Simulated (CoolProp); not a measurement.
The fluid at 268.12 K and 9.47 MPa flows at 0.066 m/s in a round tube of 10 mm bore and 45 µm roughness, fully developed (64/Re and Nu = 3.66 if laminar; Colebrook and Gnielinski if turbulent). The same conditions are run with several fluids, on thermodynamics alone (safety and materials aside).

Model: reference Helmholtz-energy equation of state of each fluid (methane: Setzmann 1991; nitrogen: Span 2000; CF4 (R14): Platzer 1990; normal hydrogen: Leachman 2009; dry air: Lemmon 2000), in CoolProp. The equations of Platzer and Polt are older, rougher fits. Blends and air are pseudo-pure fits.

```tsv
fluid	Reynolds number	Darcy friction factor	pressure drop (Pa/m)	heat-transfer coefficient (W/(m² K))	mass flow (kg/h)
methane	4340	0.0434	0.831	79.6	1.64
nitrogen	4280	0.0436	1.15	48.0	2.27
CF4 (R14)	11600	0.0362	5.51	192	13.0
normal hydrogen	633	0.101	0.178	65.9	0.151
dry air	4360	0.0434	1.21	49.0	2.38
```

Transport values come from each fluid's own correlations; those of CF4 (R14) are estimates that may be off by 10 % or more.
